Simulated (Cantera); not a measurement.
A perfectly stirred reactor is fed with NH3 : H2 = 1 : 0.58 (molar parts), at 1.00 atm; it is held at 1750 K, and followed from long to short residence time.

Model: the gas-phase N/H chemistry of the illustrative SiF4/NH3 mechanism in the Surface Chemkin manual (1991), integrated in Cantera. Walls and surfaces, which speed up NH3 decomposition in real reactors, are not modelled.

### Question
What does this change do: pressure from 1.00 atm to 0.158 atm?

### Answer
```tsv
quantity	before	after
x(NH3) at τ = 1.60 s	0.236	0.422
x(H2) at τ = 1.60 s	0.642	0.513
x(H) at τ = 1.60 s	0.000109	8.97e-5
x(N) at τ = 1.60 s	3.90e-8	7.13e-8
x(N2) at τ = 1.60 s	0.121	0.0646
x(NH3) at τ = 16.0 ms	0.619	0.630
x(H2) at τ = 16.0 ms	0.377	0.369
x(H) at τ = 16.0 ms	4.87e-5	5.21e-5
x(N) at τ = 16.0 ms	4.03e-8	5.22e-8
x(N2) at τ = 16.0 ms	0.00418	0.000837
```

### Question
What does this change do: pressure from 1.00 atm to 0.424 atm?

### Answer
```json
[
 {"quantity": "x(NH3) at τ = 1.60 s", "before": "0.236", "after": "0.315"},
 {"quantity": "x(H2) at τ = 1.60 s", "before": "0.642", "after": "0.587"},
 {"quantity": "x(H) at τ = 1.60 s", "before": "0.000109", "after": "0.000102"},
 {"quantity": "x(N) at τ = 1.60 s", "before": "3.90e-8", "after": "5.48e-8"},
 {"quantity": "x(N2) at τ = 1.60 s", "before": "0.121", "after": "0.0971"},
 {"quantity": "x(NH3) at τ = 16.0 ms", "before": "0.619", "after": "0.626"},
 {"quantity": "x(H2) at τ = 16.0 ms", "before": "0.377", "after": "0.372"},
 {"quantity": "x(H) at τ = 16.0 ms", "before": "4.87e-5", "after": "5.03e-5"},
 {"quantity": "x(N) at τ = 16.0 ms", "before": "4.03e-8", "after": "4.62e-8"},
 {"quantity": "x(N2) at τ = 16.0 ms", "before": "0.00418", "after": "0.00201"}
]
```

### Question
What does this change do: temperature 1750 to 2100 K?

### Answer
```
quantity                 before     after
---------------------  --------  --------
x(NH3) at τ = 1.60 s      0.236   0.00668
x(H2) at τ = 1.60 s       0.642     0.799
x(H) at τ = 1.60 s     0.000109   0.00231
x(N) at τ = 1.60 s      3.90e-8   1.08e-6
x(N2) at τ = 1.60 s       0.121     0.192
x(NH3) at τ = 16.0 ms     0.619     0.256
x(H2) at τ = 16.0 ms      0.377     0.628
x(H) at τ = 16.0 ms     4.87e-5  0.000637
x(N) at τ = 16.0 ms     4.03e-8   1.57e-6
x(N2) at τ = 16.0 ms    0.00418     0.115
```
